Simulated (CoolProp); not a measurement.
C3F8 (R218) along the isobar 3.11 MPa: Z from the reference equation and from simpler models built on Tc = 345.0 K, pc = 2.640 MPa, ω = 0.317; each cubic takes its own stable root.

Values from CoolProp's reference Helmholtz-energy equation of state, Lemmon 2006. It is a short technical equation, of lower accuracy than the large ones.

```json
[
 {"T (K)": "216", "phase": "liquid", "reference": "0.1916"},
 {"T (K)": "222.3", "phase": "liquid", "reference": "0.1886"},
 {"T (K)": "228.6", "phase": "liquid", "reference": "0.1860"},
 {"T (K)": "234.8", "phase": "liquid", "reference": "0.1836"},
 {"T (K)": "241.1", "phase": "liquid", "reference": "0.1814"},
 {"T (K)": "247.3", "phase": "liquid", "reference": "0.1795"},
 {"T (K)": "253.6", "phase": "liquid", "reference": "0.1778"},
 {"T (K)": "259.9", "phase": "liquid", "reference": "0.1764"},
 {"T (K)": "266.1", "phase": "liquid", "reference": "0.1752"},
 {"T (K)": "272.4", "phase": "liquid", "reference": "0.1743"},
 {"T (K)": "278.7", "phase": "liquid", "reference": "0.1736"},
 {"T (K)": "284.9", "phase": "liquid", "reference": "0.1733"},
 {"T (K)": "291.2", "phase": "liquid", "reference": "0.1733"},
 {"T (K)": "297.4", "phase": "liquid", "reference": "0.1736"},
 {"T (K)": "303.7", "phase": "liquid", "reference": "0.1744"}
]
```

Question: How far does each simpler model (Redlich-Kwong, Soave-Redlich-Kwong) lie from the reference over these 15 states: mean and median of the absolute difference, and the worst?

Answer: 
- Redlich-Kwong: mean 10.7 %, median 10.3 %, worst +14.0 % at 303.7 K and 3.11 MPa
- Soave-Redlich-Kwong: mean 5.8 %, median 5.3 %, worst +8.6 % at 303.7 K and 3.11 MPa
